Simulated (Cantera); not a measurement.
An adiabatic, constant-pressure homogeneous reactor starts with 3.44 % CH4, 0.344 % C2H6, 20.2 % O2, 76.0 % N2, at 1525 K and 500000 Pa.

Model: GRI-Mech 3.0 (53 species, 325 reactions), integrated in Cantera.

Q: Predict: time of steepest temperature rise; temperature at 1.00 s; equilibrium temperature; x(O2) at 1.00 s; x(H) at 1.00 s; x(O) at 1.00 s.

A: 
- time of steepest temperature rise = 63.0 µs
- temperature at 1.00 s = 2320 K
- equilibrium temperature = 2320 K
- x(O2) at 1.00 s = 0.114 (gas-phase equilibrium 0.114)
- x(H) at 1.00 s = 7.43e-5 (gas-phase equilibrium 7.43e-5)
- x(O) at 1.00 s = 0.000846 (gas-phase equilibrium 0.000846)
